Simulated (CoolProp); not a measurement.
R227EA at 331.27 K and 12.6 MPa flows at 8.4 m/s in a round tube of 12.7 mm bore and 45 µm roughness, fully developed (64/Re and Nu = 3.66 if laminar; Colebrook and Gnielinski if turbulent). Each further row changes one setting.

Values from CoolProp's reference Helmholtz-energy equation of state, Lemmon 2016.

| case | Reynolds number | Darcy friction factor | pressure drop (Pa/m) | heat-transfer coefficient (W/(m² K)) | mass flow (kg/h) |
|---|---|---|---|---|---|
| as stated | 671000 | 0.0276 | 104000 | 20900 | 5180 |
| velocity 16.8 m/s | 1340000 | 0.0275 | 414000 | 41600 | 10400 |
| diameter 25.4 mm | 1340000 | 0.0228 | 42900 | 18200 | 20700 |

Viscosity comes from a separate model (Huber 2003), an estimate that may be off by 10 % or more. Thermal conductivity comes from a separate model (Huber 2003), an estimate that may be off by 10 % or more.
